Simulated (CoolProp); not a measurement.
Saturated liquid density (kg/m³) of nitrous oxide: the reference equation beside estimates from Tc = 36.4 °C, pc = 7.245 MPa, ω = 0.161. Rackett uses Z = 0.29056 − 0.08775 ω.

Computed with CoolProp (reference Helmholtz-energy equation of state, Lemmon 2006). It is a short technical equation, of lower accuracy than the large ones.

| T (°C) | reference | Rackett | Soave-Redlich-Kwong | Peng-Robinson |
|---|---|---|---|---|
| -64.65 | 1158 | 1140 | 1075 | 1216 |
| -56.55 | 1132 | 1116 | 1049 | 1187 |
| -48.35 | 1104 | 1089 | 1020 | 1156 |
| -40.25 | 1076 | 1062 | 989.6 | 1122 |
| -32.15 | 1046 | 1034 | 957.1 | 1086 |
| -24.05 | 1015 | 1004 | 921.9 | 1046 |
| -15.95 | 981.1 | 971.8 | 883.7 | 1003 |
| -7.75 | 944.6 | 936.7 | 841.2 | 954.0 |

Absolute difference from the reference over all 8 rows, mean and median: Rackett 1.2 and 1.2 %, Soave-Redlich-Kwong 8.6 and 8.3 %, Peng-Robinson 3.6 and 4.0 %.
